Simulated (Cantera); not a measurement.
Ignition delay

Mixture: 7.76 % CH4, 3.18 % H2, 11.4 % O2, 77.6 % N2, equivalence ratio 1.5, at 8.88 atm, adiabatic and at constant volume. Ignition delay is the time to a rise of 400 K.

Computed with Cantera and GRI-Mech 3.0 (53 species, 325 reactions).

```
T0 (K)  delay (ms)
------  ----------
1000          14.7
1050          5.20
1100          2.31
1150          1.27
1200         0.806
1250         0.548
```

```yaml
apparent activation energy between 1150 and 1250 K: 100 kJ/mol
```
